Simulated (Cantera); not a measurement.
A closed system holds: 1 mol BN, 0.53 mol Cl2, at 1200 K and 0.650 bar.

Cantera equilibrium calculation (NASA polynomials, part measured and part estimated; ideal gas, pure solids and liquids). Candidate condensed phases: B, BN; 10 gas species. Equilibrium is a limit: real reactors are often held back by kinetics, nucleation or transport.

Base state: BCl3 0.667, N2 0.333 (mole fractions); condensed: BN(s).

Question: What changes in the equilibrium state with this change: temperature from 1200 K to 1698.15 K?

Answer: 
```tsv
species	before	after
BCl3	0.667	0.665
N2	0.333	0.333
BCl2	5.20e-7	0.00139
Cl	5.84e-6	0.00106
BCl	<1e-9	3.08e-5
Cl2	9.93e-7	2.04e-5
BN(s), mol	0.647	0.647
```
The tables' values for BCl2, BCl are old estimates; treat these amounts as uncertain.

Question: What changes in the equilibrium state with this change: Cl2 from 0.53 to 6 mol?

Answer: 
```tsv
species	before	after
Cl2	9.93e-7	0.746
BCl3	0.667	0.166
N2	0.333	0.0831
Cl	5.84e-6	0.00506
BN(s), mol	0.647	0
```
